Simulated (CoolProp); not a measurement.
Saturation properties of isopentane (Tc = 460.3 K, pc = 33.78 bar, ω = 0.227).

Values from CoolProp's reference Helmholtz-energy equation of state, Lemmon 2006. It is a short technical equation, of lower accuracy than the large ones.

```json
[
 {"T (K)": "302.6", "p (bar)": "1.071", "liquid density (kg/m³)": "610.4", "vapour Z": "0.9541", "surface tension (mN/m)": "14.0", "liquid conductivity (mW/(m K))": "100"},
 {"T (K)": "305.5", "p (bar)": "1.182", "liquid density (kg/m³)": "607.4", "vapour Z": "0.9509", "surface tension (mN/m)": "13.7", "liquid conductivity (mW/(m K))": "99.5"},
 {"T (K)": "308.4", "p (bar)": "1.301", "liquid density (kg/m³)": "604.4", "vapour Z": "0.9475", "surface tension (mN/m)": "13.4", "liquid conductivity (mW/(m K))": "98.6"},
 {"T (K)": "311.3", "p (bar)": "1.428", "liquid density (kg/m³)": "601.3", "vapour Z": "0.9440", "surface tension (mN/m)": "13.0", "liquid conductivity (mW/(m K))": "97.8"},
 {"T (K)": "314.2", "p (bar)": "1.566", "liquid density (kg/m³)": "598.3", "vapour Z": "0.9402", "surface tension (mN/m)": "12.7", "liquid conductivity (mW/(m K))": "96.9"},
 {"T (K)": "317.1", "p (bar)": "1.713", "liquid density (kg/m³)": "595.2", "vapour Z": "0.9364", "surface tension (mN/m)": "12.4", "liquid conductivity (mW/(m K))": "96.0"},
 {"T (K)": "320.1", "p (bar)": "1.877", "liquid density (kg/m³)": "591.9", "vapour Z": "0.9322", "surface tension (mN/m)": "12.1", "liquid conductivity (mW/(m K))": "95.2"},
 {"T (K)": "323", "p (bar)": "2.046", "liquid density (kg/m³)": "588.8", "vapour Z": "0.9280", "surface tension (mN/m)": "11.8", "liquid conductivity (mW/(m K))": "94.3"},
 {"T (K)": "325.9", "p (bar)": "2.227", "liquid density (kg/m³)": "585.6", "vapour Z": "0.9237", "surface tension (mN/m)": "11.5", "liquid conductivity (mW/(m K))": "93.4"},
 {"T (K)": "328.8", "p (bar)": "2.419", "liquid density (kg/m³)": "582.4", "vapour Z": "0.9192", "surface tension (mN/m)": "11.2", "liquid conductivity (mW/(m K))": "92.6"},
 {"T (K)": "331.7", "p (bar)": "2.624", "liquid density (kg/m³)": "579.1", "vapour Z": "0.9145", "surface tension (mN/m)": "10.9", "liquid conductivity (mW/(m K))": "91.7"},
 {"T (K)": "334.6", "p (bar)": "2.842", "liquid density (kg/m³)": "575.8", "vapour Z": "0.9096", "surface tension (mN/m)": "10.6", "liquid conductivity (mW/(m K))": "90.9"}
]
```

It boils at 301.0 K under 1 atm.

Thermal conductivity comes from a separate model (Vassiliou 2015). Surface tension comes from a separate correlation (Mulero 2012).
